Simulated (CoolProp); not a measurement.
Properties of ethane along the isobar 4.61 MPa (Tc = 305.3 K, pc = 4.872 MPa, ω = 0.099).

Values from CoolProp's reference Helmholtz-energy equation of state, Bücker 2006.

| T (K) | phase | density (kg/m³) | cv (kJ/(kg K)) | expansivity (1/kK) | viscosity (µPa s) | fugacity coefficient |
|---|---|---|---|---|---|---|
| 123 | liquid | ___ | 1.479 | 1.761 | 467 | 0.0001437 |
| 148.8 | liquid | 589.4 | 1.449 | 1.897 | 284 | 0.002267 |
| 174.5 | liquid | 560.1 | 1.439 | 2.095 | 196 | 0.01429 |
| 200.3 | liquid | 528.7 | 1.450 | 2.394 | 144 | 0.05249 |
| 226.1 | liquid | 494.2 | 1.481 | 2.878 | 108 | 0.1353 |
| 251.8 | liquid | ___ | 1.536 | ___ | 81.5 | 0.2731 |
| 277.6 | liquid | 402.4 | 1.623 | 6.106 | 59.1 | 0.4633 |

Question: What belongs in the gaps?

Answer: 
- 123, density (kg/m³): 617.9
- 251.8, density (kg/m³): 454.3
- 251.8, expansivity (1/kK): 3.774

Viscosity comes from a separate model (Friend 1991).
